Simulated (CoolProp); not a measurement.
Values from CoolProp's reference Helmholtz-energy equation of state, Wu 2011.

Problem. For dimethyl ether, give the phase and the cv (kJ/(kg K)), Joule-Thomson coefficient (K/MPa), viscosity (µPa s) at 407.3 K and 0.32 MPa; 324.3 K and 2.01 MPa.

Solution. 
- 407.3 K and 0.32 MPa: gas; cv 1.58, Joule-Thomson coefficient 8.53, viscosity 12.5
- 324.3 K and 2.01 MPa: liquid; cv 1.59, Joule-Thomson coefficient -0.00178, viscosity 103

Viscosity comes from a separate model (Meng 2012).
